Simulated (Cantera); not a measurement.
# Ta2O5 + CO + H2 + C (carbothermic reduction)

Feed: 1 mol Ta2O5, 0.7 mol CO, 0.43 mol H2, 0.58 mol C, held at 0.825 Torr.

Equilibrium computed with Cantera from the NASA thermochemical tables; the gas is ideal and each condensed phase is pure. Candidate condensed phases: C, C6H6, C7H8, C8H18, H2O, Ta, TaC, Ta2O5; 113 gas species. Mutual solubility and eutectic melting of coexisting phases are not modelled. TaC: taken at fixed stoichiometry. Condensed phases not in the tables: Ta2C, N, O or C dissolved in the metal. Equilibrium is a limit: real reactors are often held back by kinetics, nucleation or transport.

At 925 K the condensed part is C(graphite) + Ta2O5(s). From 1025 K to 1825 K the condensed part is TaC(s) + Ta2O5(s). From 1925 K to 2025 K the condensed part is Ta(s) + Ta2O5(s).

```
T (K)   x CO   x H2       x H    x TaO2     x CO2  n C(graphite)  n Ta2O5(s)  n TaC(s)  n Ta(s)
-----  -----  -----  --------  --------  --------  -------------  ----------  --------  -------
925    0.618  0.381   4.84e-9    <1e-12   0.00126          0.582        1.00         0        0
1025   0.721  0.278   6.93e-8    <1e-12  0.000209              0       0.917     0.166        0
1125   0.721  0.278   7.07e-7    <1e-12  0.000205              0       0.917     0.166        0
1225   0.721  0.278   4.96e-6    <1e-12  0.000201              0       0.917     0.166        0
1325   0.721  0.278   2.60e-5  2.69e-12  0.000198              0       0.917     0.166        0
1425   0.721  0.278  0.000108  1.76e-10  0.000196              0       0.917     0.166        0
1525   0.721  0.278  0.000376   6.56e-9  0.000194              0       0.917     0.166        0
1625   0.721  0.278   0.00112   1.54e-7  0.000193              0       0.917     0.166        0
1725   0.720  0.276   0.00294   2.49e-6  0.000192              0       0.917     0.166        0
1825   0.719  0.274   0.00695   2.92e-5  0.000190              0       0.917     0.166        0
1925   0.743  0.242    0.0142  0.000246  0.000225              0       0.884         0    0.232
2025   0.736  0.233    0.0280   0.00147  0.000321              0       0.883         0    0.232
```
x: gas mole fraction; n: condensed amount in mol.
